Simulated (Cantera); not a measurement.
A closed system holds: 1 mol Fe₂O₃, 0.51 mol H₂, 0.035 mol H₂O, held at 1477 °C and 1.20 bar.

These are equilibrium values from Cantera (NASA tables, ideal gas, pure condensed phases), not measurements of a reactor. Candidate condensed phases: Fe, FeO, Fe(OH)₂, Fe(OH)₃, Fe₂O₃, Fe₃O₄, H₂O; 12 gas species. Mutual solubility and eutectic melting of coexisting phases are not modelled. The tables' stoichiometric FeO is somewhat more stable than real wüstite, so its field is too wide. FeO: taken at fixed stoichiometry. Kinetics and transport are ignored.

Base state: H₂O 0.990, H₂ 0.00945, OH 0.000127, Fe(OH)₂ 0.000107, H 2.06e-5, O₂ 1.02e-5 (mole fractions); condensed: FeO(l) + Fe₃O₄(s).

What changes in the equilibrium state with this change: temperature from 1477 °C to 627 °C?


| species | before | after |
|---|---|---|
| H₂O | 0.990 | 0.880 |
| H₂ | 0.00945 | 0.120 |
| OH | 0.000127 | <1e-9 |
| Fe(OH)₂ | 0.000107 | <1e-9 |
| H | 2.06e-5 | <1e-9 |
| O₂ | 1.02e-5 | <1e-9 |
| FeO(l), mol | 0.515 | 0 |
| Fe₃O₄(s), mol | 0.495 | 0.556 |
| FeO(s), mol | 0 | 0.333 |
